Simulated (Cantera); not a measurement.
An isothermal, constant-pressure homogeneous reactor starts with 17.5 % N₂O, 0.332 % H₂, 82.2 % N₂, at 1523 K and 0.0510 bar.

Cantera simulation using GRI-Mech 3.0 (53 species, 325 reactions); the numbers are that mechanism's predictions, not measurements. GRI-Mech 3.0 was tuned for natural gas; its chemistry of N2O as a main component is partial and can be far from experiment. The temperature is held fixed by assumption; the heat of reaction is taken as removed at once.

x: mole fraction; the columns are a selection and need not sum to one.

```json
[
 {"t (s)": "2.00e-5", "x N₂O": "0.175", "x H₂": "0.00332", "x H₂O₂": "<1e-12", "x NO": "1.28e-7", "x N₂": "0.822", "x O": "6.29e-6", "x O₂": "1.78e-7"},
 {"t (s)": "5.11e-5", "x N₂O": "0.175", "x H₂": "0.00332", "x H₂O₂": "<1e-12", "x NO": "8.06e-7", "x N₂": "0.822", "x O": "1.46e-5", "x O₂": "1.09e-6"},
 {"t (s)": "0.000130", "x N₂O": "0.175", "x H₂": "0.00331", "x H₂O₂": "1.43e-11", "x NO": "4.69e-6", "x N₂": "0.822", "x O": "2.97e-5", "x O₂": "6.14e-6"},
 {"t (s)": "0.000333", "x N₂O": "0.175", "x H₂": "0.00326", "x H₂O₂": "3.88e-10", "x NO": "2.36e-5", "x N₂": "0.822", "x O": "4.60e-5", "x O₂": "2.93e-5"},
 {"t (s)": "0.000850", "x N₂O": "0.174", "x H₂": "0.00296", "x H₂O₂": "…", "x NO": "9.76e-5", "x N₂": "0.822", "x O": "5.17e-5", "x O₂": "0.000112"},
 {"t (s)": "0.00217", "x N₂O": "0.172", "x H₂": "0.00186", "x H₂O₂": "…", "x NO": "0.000331", "x N₂": "0.824", "x O": "6.15e-5", "x O₂": "0.000391"},
 {"t (s)": "0.00554", "x N₂O": "0.168", "x H₂": "0.000514", "x H₂O₂": "…", "x NO": "0.000853", "x N₂": "0.826", "x O": "7.35e-5", "x O₂": "0.00126"},
 {"t (s)": "0.0141", "x N₂O": "0.162", "x H₂": "5.10e-5", "x H₂O₂": "…", "x NO": "0.00208", "x N₂": "0.829", "x O": "7.91e-5", "x O₂": "0.00341"},
 {"t (s)": "0.0361", "x N₂O": "0.147", "x H₂": "1.19e-6", "x H₂O₂": "…", "x NO": "0.00504", "x N₂": "0.836", "x O": "7.91e-5", "x O₂": "0.00846"},
 {"t (s)": "0.0922", "x N₂O": "0.117", "x H₂": "7.79e-7", "x H₂O₂": "7.81e-10", "x NO": "0.0114", "x N₂": "0.849", "x O": "7.73e-5", "x O₂": "0.0193"},
 {"t (s)": "0.235", "x N₂O": "0.0656", "x H₂": "9.40e-7", "x H₂O₂": "4.73e-10", "x NO": "0.0217", "x N₂": "0.872", "x O": "7.37e-5", "x O₂": "0.0378"},
 {"t (s)": "0.601", "x N₂O": "0.0159", "x H₂": "1.22e-6", "x H₂O₂": "3.47e-10", "x NO": "0.0311", "x N₂": "0.894", "x O": "6.52e-5", "x O₂": "0.0561"},
 {"t (s)": "1.53", "x N₂O": "0.000750", "x H₂": "6.23e-7", "x H₂O₂": "1.59e-10", "x NO": "0.0335", "x N₂": "0.901", "x O": "2.79e-5", "x O₂": "0.0618"},
 {"t (s)": "3.92", "x N₂O": "4.14e-6", "x H₂": "1.43e-7", "x H₂O₂": "4.17e-11", "x NO": "0.0336", "x N₂": "0.901", "x O": "6.30e-6", "x O₂": "0.0622"},
 {"t (s)": "10.0", "x N₂O": "3.48e-7", "x H₂": "1.40e-7", "x H₂O₂": "4.08e-11", "x NO": "0.0335", "x N₂": "0.901", "x O": "6.15e-6", "x O₂": "0.0622"}
]
```

Problem. Some entries are withheld; supply them.

Solution. 
- 0.000850, x H₂O₂: 4.91e-9
- 0.00217, x H₂O₂: 9.90e-9
- 0.00554, x H₂O₂: 8.24e-9
- 0.0141, x H₂O₂: 3.65e-9
- 0.0361, x H₂O₂: 1.57e-9
